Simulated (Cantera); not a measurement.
What does this Cantera script print?

```python
import numpy as np
import cantera as ct

gas = ct.Solution("h2o2.yaml")
gas.TPX = 1275, 2100, {'H2': 0.11, 'O2': 1}
reactor = ct.IdealGasConstPressureReactor(gas, energy="off", clone=False)
net = ct.ReactorNet([reactor])
net.rtol, net.atol = 1e-08, 1e-18
show = ['H2', 'O2', 'H2O2', 'HO2', 'H']
times = np.geomspace(2e-06, 60, 13)

steps = ct.SolutionArray(gas, extra=["t"])
rows = []
print(f"{'t/s':>10s}{'T/K':>9s}{'P/Pa':>11s}" + "".join(f"{s:>11s}" for s in show))
for t in times:
    while net.time < t:
        t_next = net.step()
        steps.append(gas.state, t=t_next)
    rows.append([np.interp(t, steps.t, y) for y in (steps.T, steps.P, *steps(*show).X.T)])
    print(f"{t:10.3e}{rows[-1][0]:9.1f}{rows[-1][1]:11.4g}" + "".join(f"{x:11.3e}" for x in rows[-1][2:]))
rate = np.gradient(steps.T, steps.t)
print("integrator steps:", len(steps.t))
if steps.T.max() > steps.T[0] + 200:
    print(f"time of steepest temperature rise: {steps.t[rate.argmax()]:.4e} s")
gas.TPX = 1275, 2100, {'H2': 0.11, 'O2': 1}
gas.equilibrate("TP")
print(f"equilibrium (TP): T = {gas.T:.1f} K  " + "  ".join(f"{s} {gas[s].X[0]:.3e}" for s in show))
```

Output:

```
       t/s      T/K       P/Pa         H2         O2       H2O2        HO2          H
 2.000e-06   1275.0       2100  9.910e-02  9.009e-01  2.312e-14  9.811e-10  9.382e-10
 8.397e-06   1275.0       2100  9.910e-02  9.009e-01  4.061e-13  4.120e-09  3.526e-09
 3.525e-05   1275.0       2100  9.910e-02  9.009e-01  7.141e-12  1.731e-08  1.332e-08
 1.480e-04   1275.0       2100  9.910e-02  9.009e-01  1.249e-10  7.340e-08  1.974e-07
 6.214e-04   1275.0       2100  8.770e-02  8.931e-01  5.554e-08  4.392e-06  3.574e-03
 2.609e-03   1275.0       2100  2.573e-03  8.386e-01  2.307e-07  7.273e-06  1.764e-02
 1.095e-02   1275.0       2100  1.367e-03  8.678e-01  2.392e-07  6.594e-06  6.213e-03
 4.599e-02   1275.0       2100  2.085e-04  8.913e-01  1.501e-07  3.149e-06  3.485e-04
 1.931e-01   1275.0       2100  1.526e-05  8.952e-01  4.397e-08  5.291e-07  6.932e-06
 8.107e-01   1275.0       2100  1.500e-06  8.956e-01  1.016e-08  7.608e-08  2.174e-07
 3.404e+00   1275.0       2100  2.244e-07  8.957e-01  2.374e-09  2.609e-08  1.275e-08
 1.429e+01   1275.0       2100  5.565e-08  8.957e-01  7.842e-10  3.082e-08  1.588e-09
 6.000e+01   1275.0       2100  4.225e-08  8.957e-01  6.452e-10  3.392e-08  1.053e-09
integrator steps: 1980
equilibrium (TP): T = 1275.0 K  H2 4.224e-08  O2 8.957e-01  H2O2 6.451e-10  HO2 3.393e-08  H 1.052e-09
```

Model: the H2/O2 subset of GRI-Mech 3.0, which has no nitrogen chemistry, integrated in Cantera. Radical loss at walls, strong at low pressure, is not modelled. The temperature is held fixed by assumption; the heat of reaction is taken as removed at once.
